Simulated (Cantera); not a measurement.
## Catalytic stagnation flow on Pt

A jet of 5.38 % CH4, 6.16 % O2, 88.5 % N2, equivalence ratio 1.7 at 300 K and 65.3 Torr hits a platinum plate 2.4 cm away at a mass flux of 0.04 kg/m²/s; the plate temperature is set and raised in steps from an oxygen-covered start.

Cantera simulation using Deutschmann's 1995 Pt surface mechanism with GRI-Mech 3.0 gas chemistry; the numbers are that mechanism's predictions, not measurements. Catalytic surfaces can have several steady states; this one follows from the mechanism file's or the stated starting coverage.

| plate T (K) | wall x CH4 | wall x O2 | wall x H2O | wall x OH | wall x CO | wall x CO2 | θ free Pt | θ H* | θ CO* | θ C* |
|---|---|---|---|---|---|---|---|---|---|---|
| 850 | 0.0188 | 0.00636 | 0.0638 | <1e-8 | 0.0364 | 0.000258 | 0.384 | 0.000428 | 0.435 | 0.181 |
| 900 | 0.0168 | 0.00575 | 0.0630 | <1e-8 | 0.0386 | 8.29e-5 | 0.419 | 0.00118 | 0.200 | 0.380 |
| 950 | 0.0121 | 0.00415 | 0.0612 | <1e-8 | 0.0434 | 9.49e-5 | 0.517 | 0.00180 | 0.137 | 0.344 |
| 1000 | 0.00689 | 0.00242 | 0.0590 | <1e-8 | 0.0487 | 0.000270 | 0.707 | 0.00224 | 0.127 | 0.164 |
| 1050 | 0.00480 | 0.00177 | 0.0576 | <1e-8 | 0.0503 | 0.000838 | 0.856 | 0.00219 | 0.0913 | 0.0505 |
| 1100 | 0.00417 | 0.00159 | 0.0564 | <1e-8 | 0.0500 | 0.00191 | 0.927 | 0.00196 | 0.0542 | 0.0166 |
x: mole fraction at the wall; θ: surface coverage.
